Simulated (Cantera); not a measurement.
## Adiabatic ignition

An adiabatic, constant-pressure homogeneous reactor starts with 9.23 % CH3OH, 8.14 % O2, 76.5 % N2, 3.05 % H2O, 3.05 % H2, at 1800 K and 3830 Torr.

Computed with Cantera and GRI-Mech 3.0 (53 species, 325 reactions). GRI-Mech 3.0 was tuned for natural gas; its chemistry of methanol as a main component is partial and can be far from experiment.

```tsv
t (s)	T (K)	x CH3OH	x O2	x H2O	x H2	x CH3	x NO
1.00e-6	1799	0.0889	0.0797	0.0317	0.0318	0.000184	3.55e-10
2.42e-6	1811	0.0746	0.0736	0.0385	0.0385	0.000107	2.10e-9
5.88e-6	2016	0.00379	0.0384	0.0909	0.106	0.000261	6.35e-8
1.43e-5	2328	<1e-12	0.00144	0.138	0.0662	5.66e-12	2.48e-5
3.46e-5	2448	<1e-12	0.000365	0.147	0.0674	4.90e-12	4.33e-5
8.38e-5	2497	<1e-12	9.26e-5	0.150	0.0682	6.37e-12	5.52e-5
0.000203	2511	<1e-12	4.26e-5	0.151	0.0684	7.92e-12	6.55e-5
0.000492	2513	<1e-12	3.87e-5	0.151	0.0685	8.17e-12	8.35e-5
0.00119	2512	<1e-12	3.85e-5	0.151	0.0685	8.20e-12	0.000123
0.00289	2512	<1e-12	3.82e-5	0.151	0.0686	8.25e-12	0.000198
0.00702	2511	<1e-12	3.79e-5	0.151	0.0686	8.31e-12	0.000276
0.0170	2511	<1e-12	3.79e-5	0.151	0.0686	8.32e-12	0.000296
0.0412	2511	<1e-12	3.79e-5	0.151	0.0686	8.32e-12	0.000296
0.100	2511	<1e-12	3.79e-5	0.151	0.0686	8.32e-12	0.000296
```
x: mole fraction; the columns are a selection and need not sum to one.

```
Property                                                             Value
---------------------------------  ---------------------------------------
time of steepest temperature rise                                  5.76 µs
temperature at 0.100 s                                              2511 K
equilibrium temperature                                             2511 K
x(CH3OH) at 0.100 s                  <1e-12 (gas-phase equilibrium <1e-12)
x(O2) at 0.100 s                   3.79e-5 (gas-phase equilibrium 3.79e-5)
x(H2O) at 0.100 s                      0.151 (gas-phase equilibrium 0.151)
```
